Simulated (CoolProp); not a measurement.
Vapour-liquid equilibrium of fluoroethane (R161) (1) + R227EA (2) at 9.55 bar; x and y are mole fractions of (1).

Computed with CoolProp (multi-fluid Helmholtz-energy mixture model, Wu 2012 and Lemmon 2016; pair parameters Bell 2016).

| x | bubble temperature (°C) | y at the bubble point | dew temperature at overall composition x (°C) | liquid density (mol/L) |
|---|---|---|---|---|
| 0.05 | 51.5 | 0.054 | 51.5 | 7.652 |
| 0.125 | 50.8 | 0.146 | ? | 8.007 |
| 0.2 | 49.7 | ? | 50.3 | 8.390 |
| 0.275 | 48.2 | 0.348 | 49.3 | 8.804 |
| 0.35 | ? | 0.450 | 48.1 | 9.249 |
| 0.425 | ? | 0.547 | 46.7 | 9.727 |
| 0.5 | 41.6 | 0.636 | 45.1 | 10.24 |
| 0.575 | 39.1 | 0.715 | 43.3 | 10.79 |
| 0.65 | 36.6 | 0.785 | 41.2 | ? |
| 0.725 | 34.2 | 0.845 | 38.8 | 12.00 |
| 0.8 | 31.9 | 0.896 | 36.0 | 12.67 |
| 0.875 | 29.6 | 0.940 | ? | ? |
| 0.95 | 27.5 | 0.978 | 29.1 | 14.18 |

What belongs in the gaps?


- 0.125, dew temperature at overall composition x (°C): 51.0
- 0.2, y at the bubble point: 0.245
- 0.35, bubble temperature (°C): 46.2
- 0.425, bubble temperature (°C): 44.0
- 0.65, liquid density (mol/L): 11.37
- 0.875, dew temperature at overall composition x (°C): 32.8
- 0.875, liquid density (mol/L): 13.40

No azeotrope shows between x = 0.05 and 0.95.

Pair parameters are fitted to limited data, so mixtures are less certain than the pure fluids.
